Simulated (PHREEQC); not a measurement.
## Reverse-osmosis reject: an equilibrium model

Synthetic water in mmol/kgw, 25 °C, pH 7.1, pe 8.2:

| constituent | mmol/kgw |
|---|---|
| Na | 6.71 |
| K | 7.54e-05 |
| Ca | 7.86 |
| Mg | 1.63 |
| Cl | 10.9 |
| S(6) | 0.943 |
| Alkalinity (meq/kgw) | 13.3 |
| Sr | 0.0438 |
| N(5) | 0.144 |
| Cu(2) | 0.428 |
| Br | 0.804 |
| B | 0.181 |
| Li | 0.00338 |

Valence states are taken as typed.

Equilibrium calculation in PHREEQC: ion-association model, wateq4f.dat.

- ionic strength: 0.0339 mol/kgw
- charge-balance error: -0.8 %

| species | molality | activity | log γ |
|---|---|---|---|
| HCO3- | 0.0117 | 0.00997 | -0.071 |
| Cl- | 0.0109 | 0.00913 | -0.077 |
| Ca+2 | 0.00704 | 0.00367 | -0.283 |
| Na+ | 0.00667 | 0.00563 | -0.073 |
| CO2 | 0.00177 | 0.00178 | 0.003 |
| Mg+2 | 0.00146 | 0.000775 | -0.275 |
| Br- | 0.000804 | 0.000678 | -0.074 |
| SO4-2 | 0.000635 | 0.000326 | -0.290 |
| CaHCO3+ | 0.000547 | 0.000467 | -0.069 |
| CuCO3 | 0.000309 | 0.000311 | 0.003 |
| CaSO4 | 0.000237 | 0.000239 | 0.003 |
| H3BO3 | 0.000179 | 0.000181 | 0.003 |
| NO3- | 0.000144 | 0.000120 | -0.079 |
| MgHCO3+ | 0.000108 | 9.04e-5 | -0.076 |

This is a speciation only: nothing precipitates in the calculation. The solution is supersaturated, for example in Malachite, Atacamite, so a real one may precipitate; this is no full list.
